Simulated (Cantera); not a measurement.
An adiabatic, constant-volume homogeneous reactor starts with C₃H₈ : O₂ : N₂ = 1 : 6.58 : 24.7 (molar parts), equivalence ratio 0.76, at 1473 K and 1700000 Pa. Integrator tolerance rtol = 1e-08.

Computed with Cantera and GRI-Mech 3.0 (53 species, 325 reactions). GRI-Mech 3.0 was tuned for natural gas; its chemistry of propane as a main component is partial and can be far from experiment. The pressure lies above the range GRI-Mech 3.0 was tuned for (to about 10 atm). Above 3000 K some thermodynamic fits are extrapolated.

**Question.** What does this change do: pressure from 1700000 Pa to 1200000 Pa?

**Answer.** 
```json
[
 {"quantity": "time of steepest temperature rise", "before": "18.6 µs", "after": "22.6 µs"},
 {"quantity": "temperature at 1.00 s", "before": "3021 K", "after": "2998 K"},
 {"quantity": "equilibrium temperature", "before": "3021 K", "after": "2998 K"},
 {"quantity": "x(C₃H₈) at 1.00 s", "before": "<1e-12 (gas-phase equilibrium <1e-12)", "after": "<1e-12 (gas-phase equilibrium <1e-12)"},
 {"quantity": "x(O₂) at 1.00 s", "before": "0.0424 (gas-phase equilibrium 0.0424)", "after": "0.0431 (gas-phase equilibrium 0.0431)"},
 {"quantity": "x(NO₂) at 1.00 s", "before": "3.26e-5 (gas-phase equilibrium 3.26e-5)", "after": "2.74e-5 (gas-phase equilibrium 2.74e-5)"},
 {"quantity": "x(CH₂) at 1.00 s", "before": "<1e-12 (gas-phase equilibrium <1e-12)", "after": "<1e-12 (gas-phase equilibrium <1e-12)"},
 {"quantity": "x(C₂H₄) at 1.00 s", "before": "<1e-12 (gas-phase equilibrium <1e-12)", "after": "<1e-12 (gas-phase equilibrium <1e-12)"}
]
```

**Question.** What does this change do: pressure from 1700000 Pa to 101000 Pa?

**Answer.** 
```csv
quantity,before,after
time of steepest temperature rise,18.6 µs,90.7 µs
temperature at 1.00 s,3021 K,2821 K
equilibrium temperature,3021 K,2821 K
x(C₃H₈) at 1.00 s,<1e-12 (gas-phase equilibrium <1e-12),<1e-12 (gas-phase equilibrium <1e-12)
x(O₂) at 1.00 s,0.0424 (gas-phase equilibrium 0.0424),0.0479 (gas-phase equilibrium 0.0479)
x(NO₂) at 1.00 s,3.26e-5 (gas-phase equilibrium 3.26e-5),7.82e-6 (gas-phase equilibrium 7.82e-6)
x(CH₂) at 1.00 s,<1e-12 (gas-phase equilibrium <1e-12),<1e-12 (gas-phase equilibrium <1e-12)
x(C₂H₄) at 1.00 s,<1e-12 (gas-phase equilibrium <1e-12),<1e-12 (gas-phase equilibrium <1e-12)
```
